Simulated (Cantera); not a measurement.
A closed system holds: 1 mol HCl, 0.16 mol H2O, 0.038 mol O2, held at 3600 Pa.

Cantera equilibrium calculation (NASA polynomials, part measured and part estimated; ideal gas, pure solids and liquids). Candidate condensed phases: H2O; 14 gas species. The numbers say what is thermodynamically allowed, not how fast it happens. All values below are at 1202 °C.

Base state: HCl 0.806, H2O 0.146, O2 0.0250, Cl 0.0174, Cl2 0.00451, OH 0.000102, ClO 1.33e-5 (mole fractions); condensed: gas only.

Task: What changes in the equilibrium state with this change: pressure from 3600 Pa to 13300 Pa?

Result: 
```
species    before    after
-------  --------  -------
HCl         0.806    0.806
H2O         0.146    0.148
O2         0.0250   0.0244
Cl         0.0174   0.0124
Cl2       0.00451  0.00846
HOCl      7.49e-6  1.42e-5
OH       0.000102  7.38e-5
ClO       1.33e-5  1.80e-5
```
